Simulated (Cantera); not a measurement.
**Gas-phase reforming**

An isothermal, constant-pressure homogeneous reactor starts with CH₄ : H₂O : H₂ = 1 : 1.2 : 1.5 (molar parts), at 1775 K and 26000 Pa.

Computed with Cantera and GRI-Mech 3.0 (53 species, 325 reactions).

```tsv
t (s)	x CH₄	x H₂O	x H₂	x HCO	x C₂H₂	x CH₂O	x C₂H₆
2.00e-5	0.270	0.324	0.405	2.50e-12	1.09e-9	8.32e-9	5.09e-7
7.93e-5	0.269	0.324	0.406	4.75e-10	4.84e-7	4.40e-7	2.21e-5
0.000314	0.264	0.323	0.408	2.16e-8	0.000175	7.31e-6	0.000278
0.00124	0.236	0.317	0.432	3.68e-8	0.00793	9.75e-6	0.000356
0.00493	0.162	0.296	0.497	2.64e-8	0.0387	6.18e-6	0.000172
0.0195	0.0713	0.266	0.581	1.39e-8	0.0737	2.58e-6	3.71e-5
0.0775	0.0254	0.230	0.638	7.43e-9	0.0813	8.86e-7	5.36e-6
0.307	0.0152	0.166	0.690	8.04e-9	0.0572	3.65e-7	1.81e-6
1.22	0.00801	0.0916	0.746	1.11e-8	0.0250	1.03e-7	4.58e-7
4.82	0.00279	0.0465	0.780	1.37e-8	0.00528	2.91e-8	5.41e-8
19.1	0.000369	0.0338	0.790	1.45e-8	0.000126	1.63e-8	9.60e-10
75.7	2.53e-7	0.0331	0.791	1.45e-8	1.47e-10	1.49e-8	<1e-12
300	3.67e-8	0.0331	0.791	1.45e-8	1.03e-11	1.49e-8	<1e-12
```
x: mole fraction; the columns are a selection and need not sum to one.

Equilibrium at this temperature and pressure: CH₄ 4.65e-8, H₂O 0.0331, H₂ 0.791, HCO 1.45e-8, C₂H₂ 1.33e-11, CH₂O 1.49e-8, C₂H₆ <1e-12 (gas phase only).
